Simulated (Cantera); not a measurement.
Input: 1 mol Al2O3, 0.46 mol O2, equilibrated at 1623.15 K and 1 atm.

Equilibrium computed with Cantera from the NASA thermochemical tables; the gas is ideal and each condensed phase is pure. Candidate condensed phases: Al, Al2O3; 9 gas species. Equilibrium is a limit: real reactors are often held back by kinetics, nucleation or transport.

Q: What is the equilibrium state?

A: 
- x(O2): 1.000
- x(O): 1.89e-5
- n(Al2O3(s)): 1.00 mol
- gas amount: 0.4600 mol
- log10 activity of Al(l) (absent): -18.60
